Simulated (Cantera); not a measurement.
**Premixed flame**

A freely propagating, adiabatic, planar premixed flame of 8.70 % CH₄, 17.4 % O₂, 65.4 % N₂, 8.44 % H₂O, unburnt at 500 K and 4.10 bar; mixture-averaged transport, grid criteria slope 0.08 and curve 0.16, no radiation.

Cantera simulation using GRI-Mech 3.0 (53 species, 325 reactions); the numbers are that mechanism's predictions, not measurements. Burning velocities carry a grid error of a few per cent, more on coarse grids.

```
z (mm)   T (K)  u (m/s)     x CH₄     x O₂   x H₂O       x H    x C₂H₂     x H₂
-------  -----  -------  --------  -------  ------  --------  --------  -------
-0.560     501    0.357    0.0869    0.174  0.0845     <1e-8   2.31e-8  0.00107
-0.374     506    0.361    0.0864    0.173  0.0852     <1e-8   1.78e-7  0.00242
-0.280     522    0.374    0.0851    0.172  0.0876     <1e-8   9.48e-7  0.00403
-0.187     618    0.445    0.0790    0.164  0.0998     <1e-8   7.77e-6  0.00689
-0.0934   1044    0.758    0.0529    0.127   0.146   4.49e-6   6.11e-5   0.0110
-0.0467   1439     1.05    0.0277   0.0864   0.186   9.20e-5  0.000141   0.0131
0         1823     1.33   0.00483   0.0414   0.223   0.00101  0.000214   0.0132
0.0467    1983     1.44  0.000127   0.0198   0.236   0.00204   1.67e-5   0.0101
0.0934    2047     1.48   1.85e-6   0.0139   0.240   0.00185   2.74e-7  0.00864
0.187     2114     1.52     <1e-8  0.00997   0.244   0.00118     <1e-8  0.00712
0.374     2168     1.56     <1e-8  0.00711   0.248  0.000626     <1e-8  0.00535
0.747     2203     1.58     <1e-8  0.00521   0.251  0.000341     <1e-8  0.00399
1.49      2222     1.59     <1e-8  0.00416   0.253  0.000222     <1e-8  0.00321
```
x: mole fraction of selected species; z is measured from the peak of heat release.

The laminar burning velocity comes out as 35.6 cm/s, the thermal thickness is 0.187 mm and the peak x(H) is 0.00205. The peak x(C₂H₂) is 0.000230 and the peak x(H₂) is 0.0137. The grid points is 142.
